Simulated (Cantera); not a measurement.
A closed system holds: 1 mol borazine, 0.22 mol O2, 140 mol H2, held at 0.133 bar.

Cantera equilibrium calculation (NASA polynomials, part measured and part estimated; ideal gas, pure solids and liquids). Candidate condensed phases: B, BN, B2O3, B3O3H3, H2O; 39 gas species. The feed counts by its element totals alone. Mutual solubility and eutectic melting of coexisting phases are not modelled. The tables' values for BH2 are old estimates; treat these amounts as uncertain. Gases not in the tables: B2H6 and higher boranes. The numbers say what is thermodynamically allowed, not how fast it happens. All values below are at 2100 K.

Base state: H2 0.984, H 0.00846, N2 0.00366, HBO 0.00270, BH2 0.000795, BO 0.000307, B2O2 1.75e-5, BH3 1.63e-5 (mole fractions); condensed: B(s) + BN(s).

What changes in the equilibrium state with this change: pressure from 0.133 bar to 0.0100 bar?


```tsv
species	before	after
H2	0.984	0.956
H	0.00846	0.0305
N2	0.00366	0.0102
HBO	0.00270	0.00208
B	4.87e-6	6.50e-5
BH3	1.63e-5	4.28e-6
BH	2.85e-6	1.02e-5
B(s), mol	0.497	2.43
BN(s), mol	1.94	0
```

What changes in the equilibrium state with this change: O2 from 0.22 to 3.7 mol?


| species | before | after |
|---|---|---|
| H2 | 0.984 | 0.945 |
| H2O | 1.39e-6 | 0.0167 |
| HBO2 | 4.91e-7 | 0.0122 |
| N2 | 0.00366 | 0.0102 |
| B2O3 | 2.12e-8 | 0.00108 |
| BO2 | <1e-9 | 1.53e-5 |
| OH | 1.42e-9 | 1.75e-5 |
| B(s), mol | 0.497 | 0 |
| BN(s), mol | 1.94 | 0 |
